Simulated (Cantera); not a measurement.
Charge: 1 mol SiHCl3, 12 mol N2, at 1723 K and 18000 Pa.

Method: chemical equilibrium by Gibbs-energy minimisation in Cantera with the NASA 1993 tables (ideal gas, pure condensed phases). Candidate condensed phases: NH4Cl, Si, Si3N4; 28 gas species. The tables' values for SiCl3 are old estimates; treat these amounts as uncertain. The numbers say what is thermodynamically allowed, not how fast it happens.

Base state: N2 0.865, SiCl2 0.0581, HCl 0.0545, SiCl3 0.0104, H2 0.00871, SiCl4 0.00346, Cl 0.000194, SiHCl3 0.000114 (mole fractions); condensed: gas only.

Q: What changes in the equilibrium state with this change: pressure from 18000 Pa to 65.0 Pa?

A: 
```json
[
 {"species": "N2", "before": "0.865", "after": "0.855"},
 {"species": "SiCl2", "before": "0.0581", "after": "0.0697"},
 {"species": "HCl", "before": "0.0545", "after": "0.0639"},
 {"species": "SiCl3", "before": "0.0104", "after": "0.00139"},
 {"species": "SiHCl3", "before": "0.000114", "after": "5.79e-7"},
 {"species": "Si", "before": "2.69e-7", "after": "2.59e-5"},
 {"species": "SiCl4", "before": "0.00346", "after": "5.18e-5"},
 {"species": "Cl", "before": "0.000194", "after": "0.00601"},
 {"species": "SiCl", "before": "9.31e-6", "after": "9.99e-5"}
]
```
The tables' values for SiCl3, SiCl are old estimates; treat these amounts as uncertain.

Q: What changes in the equilibrium state with this change: temperature from 1723 K to 1598.15 K?

A: 
```
species          before     after
-------------  --------  --------
N2                0.865     0.874
HCl              0.0545    0.0608
SiCl2            0.0581    0.0301
SiCl4           0.00346    0.0148
SiCl3            0.0104    0.0134
H               4.01e-5   1.00e-5
Cl             0.000194   7.58e-5
SiHCl3         0.000114  0.000222
H2              0.00871   0.00635
Si3N4(s), mol         0    0.0687
```
